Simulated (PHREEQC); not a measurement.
Make-up at 25 °C: 0.058 mol NiSO4, 0.00079 mol MgSO4, 0.0011 mol HCl and 0.00019 mol Na2SO4 per kg of water. Closed to the air; pH follows from the charge balance.

Model: ion-association model, wateq4f.dat, run in PHREEQC.

Each row changes one thing in this solution. This is a speciation only: nothing precipitates in the calculation.

```csv
case,pH,ionic strength (mol/kgw),Ni+2 (mol/kgw),SO4-2 (mol/kgw),NiSO4 (mol/kgw),HSO4- (mol/kgw),SI of Morenosite (NiSO4:7H2O)
as made,3.39,0.136,0.0336,0.0335,0.0244,0.000595,-1.53
diluted 2-fold with water,…,0.0744,0.0183,0.0184,0.0107,0.000239,-1.90
0.0011 mol/kgw NaCl added,3.39,0.138,0.0336,0.0336,0.0243,0.000594,-1.54
HCl replaced by FeCl3 at the same molality,3.63,0.138,0.0338,0.0333,0.0241,0.000334,-1.54
MgSO4 replaced by CdSO4 at the same molality,3.38,0.136,0.0336,0.0334,0.0243,0.000593,-1.54
Na2SO4 left out,3.39,0.136,0.0336,0.0334,0.0243,0.000594,-1.54
diluted 5-fold with water,3.87,0.0333,0.00818,0.00825,0.00342,6.57e-5,-2.39
temperature from 25 to 10 °C,…,0.141,0.0346,0.0347,0.0233,0.000523,-1.38
MgSO4 replaced by Ag2SO4 at the same molality,3.39,0.136,0.0335,0.0336,0.0244,0.000596,-1.53
```

Question: Some entries are withheld; supply them.

Answer: 
- diluted 2-fold with water, pH: 3.58
- temperature from 25 to 10 °C, pH: 3.33

Complexes and solids missing from the database can't appear. Some of these states are supersaturated (in Jarosite-Na, Fe(OH)3(a), Cerargyrite, for instance). Away from 25 °C the constants follow the database's enthalpies or fits; those with neither stay at their 25 °C values.
